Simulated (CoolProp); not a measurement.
R236FA at 298.15 K and 0.187 MPa flows at 12 m/s in a round tube of 10 mm bore and 0.25 µm roughness, fully developed (64/Re and Nu = 3.66 if laminar; Colebrook and Gnielinski if turbulent). Each further row changes one setting.

Computed with CoolProp (reference Helmholtz-energy equation of state, Pan 2012).

```json
[
 {"case": "as stated", "Reynolds number": "135000", "Darcy friction factor": "0.0171", "pressure drop (Pa/m)": "1500", "heat-transfer coefficient (W/(m² K))": "299", "mass flow (kg/h)": "41.5"},
 {"case": "velocity 24 m/s", "Reynolds number": "269000", "Darcy friction factor": "0.0150", "pressure drop (Pa/m)": "5280", "heat-transfer coefficient (W/(m² K))": "523", "mass flow (kg/h)": "83.0"},
 {"case": "diameter 20 mm", "Reynolds number": "269000", "Darcy friction factor": "0.0149", "pressure drop (Pa/m)": "655", "heat-transfer coefficient (W/(m² K))": "259", "mass flow (kg/h)": "166"}
]
```

Viscosity comes from a separate model (Huber 2003), an estimate that may be off by 10 % or more. Thermal conductivity comes from a separate model (Huber 2003), an estimate that may be off by 10 % or more.
